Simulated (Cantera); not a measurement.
What does this Cantera script print?

```python
import numpy as np
import cantera as ct

gas_names = """
    N N2 Pb Pb2
""".split()
cond_names = """
    Pb(cr) Pb(L)
""".split()


# ... load() reads the species with a 1 bar reference pressure and builds the phases ...
atoms = {
    'Pb': {'Pb': 1},
    'N2': {'N': 2},
}
top_T = {}  # K; cautious upper limits of use, not melting points


# ... equilibrate(T, P, feed) seeds the gas with the atoms and calls Mixture.equilibrate('TP', solver="vcs", rtol=1e-11, max_steps=5000) ...
results = []
feed = {'Pb': 1, 'N2': 0.18}  # mol
P = 133.322  # Pa
for T in [475, 575, 675, 775, 875, 975, 1075, 1175, 1275]:
    mix = equilibrate(T, P, feed)
    results.append((T, P, feed, dict(zip(mix.species_names, mix.species_moles))))

top = {s: max(r[3][s] / sum(r[3][g] for g in gas_names) for r in results) for s in gas_names}
cols = sorted((s for s in top if top[s] > 0.001), key=lambda s: -top[s])[:8]
seen = [c for c in cond_names if any(r[3].get(c, 0) > 1e-12 for r in results)]
print("log10 of partial pressures in bar; condensed amounts in mol")
print(f"{'T/K':>10s}" + "".join(f"{s[:9]:>10s}" for s in cols + seen))
for T, P, feed, n in results:
    ng = sum(n[g] for g in gas_names)
    print(f"{T:10.4g}" + "".join(f"{np.log10(max(n[s] / ng * P / 1e5, 1e-99)):10.3f}" for s in cols)
          + "".join(f"{n.get(c, 0):10.4g}" for c in seen))
```

It prints:

```
log10 of partial pressures in bar; condensed amounts in mol
       T/K        N2        Pb    Pb(cr)     Pb(L)
       475    -2.875   -15.721         1         0
       575    -2.875   -12.018         1         0
       675    -2.875    -9.471         0         1
       775    -2.875    -7.604         0         1
       875    -2.875    -6.171         0    0.9999
       975    -2.878    -5.038         0    0.9988
      1075    -2.901    -4.120         0    0.9891
      1175    -3.047    -3.361         0    0.9127
      1275    -3.692    -2.947         0         0
```

Equilibrium computed with Cantera from the NASA thermochemical tables; the gas is ideal and each condensed phase is pure.
